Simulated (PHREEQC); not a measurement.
Consider water at 20 °C with 0.02 mol ZnCl2, 0.00018 mol Na2SO4 and 0.0018 mol FeSO4 per kg of water. Closed to the air; pH follows from the charge balance.

All values are PHREEQC results (ion-association model, phreeqc.dat), not measurements.

Each row changes one thing in this solution. No solid was allowed to form.

```
case                                             pH  ionic strength (mol/kgw)  Fe+2 (mol/kgw)  SO4-2 (mol/kgw)  ZnSO4 (mol/kgw)  ZnCl+ (mol/kgw)  SI of Zn(OH)2(e) (Zn(OH)2)  SI of Melanterite (FeSO4:7H2O)
---------------------------------------------  ----  ------------------------  --------------  ---------------  ---------------  ---------------  --------------------------  ------------------------------
as made                                        5.44                    0.0626         0.00170          0.00107         0.000835         0.000680                       -2.71                           -4.17
0.0045 mol/kgw NaBr added                      5.45                    0.0672         0.00170          0.00109         0.000812         0.000667                       -2.70                           -4.18
FeSO4 from 0.0018 to 0.00036 mol/kgw           5.43                    0.0595        0.000348         0.000293         0.000243                …                       -2.72                           -5.41
ZnCl2 from 0.02 to 0.022 mol/kgw                  …                         …         0.00170          0.00105         0.000857                …                           …                           -4.20
Na2SO4 replaced by H2SO4 at the same molality  3.54                    0.0626         0.00170          0.00106         0.000830         0.000680                       -6.52                           -4.18
```

### Question
What belongs in the gaps?

### Answer

- FeSO4 from 0.0018 to 0.00036 mol/kgw, ZnCl+ (mol/kgw): 0.000711
- ZnCl2 from 0.02 to 0.022 mol/kgw, pH: 5.42
- ZnCl2 from 0.02 to 0.022 mol/kgw, ionic strength (mol/kgw): 0.0683
- ZnCl2 from 0.02 to 0.022 mol/kgw, ZnCl+ (mol/kgw): 0.000800
- ZnCl2 from 0.02 to 0.022 mol/kgw, SI of Zn(OH)2(e) (Zn(OH)2): -2.73
